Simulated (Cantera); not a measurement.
# Nitride etching: AlN + H₂ + N₂ + H₂O

Charge: 1 mol AlN, 35 mol H₂, 13 mol N₂, 6.9 mol H₂O, equilibrated at 1525 K and 10.0 mbar.

Equilibrium computed with Cantera from the NASA thermochemical tables; the gas is ideal and each condensed phase is pure. Candidate condensed phases: Al, AlN, Al₂O₃, H₂O; 35 gas species. Rates play no part.

```yaml
x(H₂): 0.659
x(N₂): 0.244
x(H₂O): 0.0975
x(H): 0.000192
n(Al₂O₃(s)): 0.500 mol
gas_amount: 55.41 mol
log10 activity of Al(l) (absent): -10.73
```
